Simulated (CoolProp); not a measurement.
Methane along the isotherm 374.3 K: Z from the reference equation and from simpler models built on Tc = 190.6 K, pc = 4.599 MPa, ω = 0.011; each cubic takes its own stable root.

The numbers come from the reference Helmholtz-energy equation of state, Setzmann 1991 in CoolProp.

```csv
p (MPa),phase,reference,Redlich-Kwong,Soave-Redlich-Kwong,Peng-Robinson
5.75,supercritical,0.9674,0.9637,0.9738,0.9546
11.5,supercritical,?,0.9448,0.9641,0.9310
17.2,supercritical,0.9482,0.9451,0.9711,0.9279
23,supercritical,0.9647,0.9631,0.9933,0.9418
28.7,supercritical,0.9955,0.9942,1.026,0.9677
34.5,supercritical,1.038,1.036,?,1.003
40.2,supercritical,1.087,1.082,?,1.043
46,supercritical,1.142,1.134,1.167,1.088
```

Task: Fill in the missing entries.

Result: 
- 11.5, reference: 0.9492
- 34.5, Soave-Redlich-Kwong: 1.068
- 40.2, Soave-Redlich-Kwong: 1.115
